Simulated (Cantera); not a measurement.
Cantera run, input and output.

```python
import numpy as np
import cantera as ct

gas = ct.Solution("gri30.yaml")
gas.TPX = 1725, 1300000, {'CH4': 1, 'O2': 2.04, 'N2': 7.67}
reactor = ct.IdealGasConstPressureReactor(gas, energy="on", clone=False)
net = ct.ReactorNet([reactor])
net.rtol, net.atol = 1e-08, 1e-16
show = ['CH4', 'O2', 'CO', 'HO2', 'CO2', 'C2H4', 'O']
times = np.geomspace(3e-06, 1, 15)

steps = ct.SolutionArray(gas, extra=["t"])
rows = []
print(f"{'t/s':>10s}{'T/K':>9s}{'P/Pa':>11s}" + "".join(f"{s:>11s}" for s in show))
for t in times:
    while net.time < t:
        t_next = net.step()
        steps.append(gas.state, t=t_next)
    rows.append([np.interp(t, steps.t, y) for y in (steps.T, steps.P, *steps(*show).X.T)])
    print(f"{t:10.3e}{rows[-1][0]:9.1f}{rows[-1][1]:11.4g}" + "".join(f"{x:11.3e}" for x in rows[-1][2:]))
rate = np.gradient(steps.T, steps.t)
print("integrator steps:", len(steps.t))
if steps.T.max() > steps.T[0] + 200:
    print(f"time of steepest temperature rise: {steps.t[rate.argmax()]:.4e} s")
gas.TPX = 1725, 1300000, {'CH4': 1, 'O2': 2.04, 'N2': 7.67}
gas.equilibrate("HP")
print(f"equilibrium (HP): T = {gas.T:.1f} K  " + "  ".join(f"{s} {gas[s].X[0]:.3e}" for s in show))
```

Output:

```
       t/s      T/K       P/Pa        CH4         O2         CO        HO2        CO2       C2H4          O
 3.000e-06   1724.7    1.3e+06  9.311e-02  1.904e-01  2.086e-06  1.918e-05  1.475e-07  1.505e-06  5.063e-07
 7.441e-06   1727.3    1.3e+06  9.184e-02  1.897e-01  7.638e-05  4.099e-05  3.630e-06  4.103e-05  1.606e-06
 1.845e-05   1803.4    1.3e+06  7.501e-02  1.768e-01  5.330e-03  2.865e-04  2.130e-04  1.519e-03  1.537e-05
 4.577e-05   3019.2    1.3e+06  5.763e-14  2.101e-02  3.655e-02  1.830e-05  5.336e-02  3.455e-21  4.890e-03
 1.135e-04   3008.7    1.3e+06  6.372e-14  1.875e-02  3.696e-02  1.650e-05  5.297e-02  3.910e-21  4.456e-03
 2.816e-04   3003.1    1.3e+06  6.723e-14  1.763e-02  3.719e-02  1.560e-05  5.275e-02  4.175e-21  4.239e-03
 6.983e-04   3002.8    1.3e+06  6.747e-14  1.755e-02  3.721e-02  1.554e-05  5.274e-02  4.194e-21  4.225e-03
 1.732e-03   3002.8    1.3e+06  6.747e-14  1.755e-02  3.721e-02  1.554e-05  5.274e-02  4.194e-21  4.225e-03
 4.296e-03   3002.8    1.3e+06  6.747e-14  1.755e-02  3.721e-02  1.554e-05  5.274e-02  4.194e-21  4.225e-03
 1.065e-02   3002.8    1.3e+06  6.747e-14  1.755e-02  3.721e-02  1.554e-05  5.274e-02  4.194e-21  4.225e-03
 2.643e-02   3002.8    1.3e+06  6.747e-14  1.755e-02  3.721e-02  1.554e-05  5.274e-02  4.194e-21  4.225e-03
 6.554e-02   3002.8    1.3e+06  6.747e-14  1.755e-02  3.721e-02  1.554e-05  5.274e-02  4.194e-21  4.225e-03
 1.626e-01   3002.8    1.3e+06  6.747e-14  1.755e-02  3.721e-02  1.554e-05  5.274e-02  4.194e-21  4.225e-03
 4.032e-01   3002.8    1.3e+06  6.747e-14  1.755e-02  3.721e-02  1.554e-05  5.274e-02  4.194e-21  4.225e-03
 1.000e+00   3002.8    1.3e+06  6.747e-14  1.755e-02  3.721e-02  1.554e-05  5.274e-02  4.194e-21  4.225e-03
integrator steps: 1784
time of steepest temperature rise: 2.2752e-05 s
equilibrium (HP): T = 3002.8 K  CH4 8.558e-14  O2 1.755e-02  CO 3.721e-02  HO2 1.554e-05  CO2 5.274e-02  C2H4 4.563e-21  O 4.225e-03
```

Computed with Cantera and GRI-Mech 3.0 (53 species, 325 reactions). The pressure lies above the range GRI-Mech 3.0 was tuned for (to about 10 atm). Above 3000 K some thermodynamic fits are extrapolated.
